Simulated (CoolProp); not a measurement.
Computed with CoolProp (reference Helmholtz-energy equation of state, Lemmon 2003). It is a pseudo-pure fit of the blend.

Q: For R404A, give the phase and the density (kg/m³), Joule-Thomson coefficient (K/MPa) at 126.45 °C and 12900 kPa.

A: 
- 126.45 °C and 12900 kPa: supercritical; density 714, Joule-Thomson coefficient 1.45
